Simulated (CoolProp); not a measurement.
Vapour-liquid equilibrium of propylene (1) + R152A (2) at 1.78 MPa; x and y are mole fractions of (1).

Model: multi-fluid Helmholtz-energy mixture model, Lemmon 2013 and Outcalt 1996; pair parameters Bell 2016, in CoolProp.

```json
[
 {"x": "0.05", "bubble temperature, mixture model (°C)": "64.0", "bubble temperature, Raoult's law (°C)": "66.0", "y, mixture model": "___", "y, Raoult's law": "0.080"},
 {"x": "0.2", "bubble temperature, mixture model (°C)": "___", "bubble temperature, Raoult's law (°C)": "61.9", "y, mixture model": "___", "y, Raoult's law": "0.295"},
 {"x": "0.35", "bubble temperature, mixture model (°C)": "50.2", "bubble temperature, Raoult's law (°C)": "58.0", "y, mixture model": "0.486", "y, Raoult's law": "0.477"},
 {"x": "0.5", "bubble temperature, mixture model (°C)": "46.4", "bubble temperature, Raoult's law (°C)": "54.3", "y, mixture model": "0.606", "y, Raoult's law": "0.632"},
 {"x": "0.65", "bubble temperature, mixture model (°C)": "44.0", "bubble temperature, Raoult's law (°C)": "50.8", "y, mixture model": "0.708", "y, Raoult's law": "0.764"},
 {"x": "0.8", "bubble temperature, mixture model (°C)": "42.8", "bubble temperature, Raoult's law (°C)": "47.5", "y, mixture model": "___", "y, Raoult's law": "0.876"},
 {"x": "0.95", "bubble temperature, mixture model (°C)": "42.9", "bubble temperature, Raoult's law (°C)": "44.4", "y, mixture model": "0.944", "y, Raoult's law": "0.971"}
]
```

### Question
Fill in the missing entries.

### Answer

- 0.05, y, mixture model: 0.097
- 0.2, bubble temperature, mixture model (°C): 55.8
- 0.2, y, mixture model: 0.326
- 0.8, y, mixture model: 0.813

The largest gap from Raoult's law is -7.9 K in bubble temperature, at x = 0.5. y crosses x between x = 0.8 and 0.95: the model has an azeotrope there.

The pair parameters rest on a limited set of measurements; away from them the model extrapolates.
